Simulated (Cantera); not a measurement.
A closed system holds: 1 mol B2O3, 0.58 mol H2O, 2.1 mol N2, held at 650 °C and 0.470 bar.

Method: chemical equilibrium by Gibbs-energy minimisation in Cantera with the NASA 1993 tables (ideal gas, pure condensed phases). Candidate condensed phases: B, BN, B2O3, B3O3H3, H2O; 39 gas species. Gases not in the tables: H3BO3. Kinetics and transport are ignored.

Base state: N2 0.785, H2O 0.212, (HBO2)3 0.00283 (mole fractions); condensed: B2O3(l).

Question: What changes in the equilibrium state with this change: B2O3 replaced by B2H6?

Answer: 
```
species        before     after
------------  -------  --------
H2            2.28e-8     0.732
N2              0.785     0.264
H2O             0.212   0.00363
(HBO2)3       0.00283   6.32e-6
NH3             <1e-9  0.000153
B2O3(l), mol    0.989     0.187
BN(s), mol          0      1.63
```
The feed counts by its element totals alone. N2 is the only nitrogen source here; it is nearly inert below about 1500 K, so the nitride shown seldom forms there in practice.

Question: What changes in the equilibrium state with this change: H2O from 0.58 to 1.8 mol?

Answer: 
| species | before | after |
|---|---|---|
| N2 | 0.785 | 0.541 |
| H2O | 0.212 | 0.450 |
| (HBO2)3 | 0.00283 | 0.00874 |
| B2O3(l), mol | 0.989 | 0.949 |

Question: What changes in the equilibrium state with this change: pressure from 0.470 bar to 0.100 bar?

Answer: 
```csv
species,before,after
N2,0.785,0.784
H2O,0.212,0.215
(HBO2)3,0.00283,0.00133
"B2O3(l), mol",0.989,0.995
```
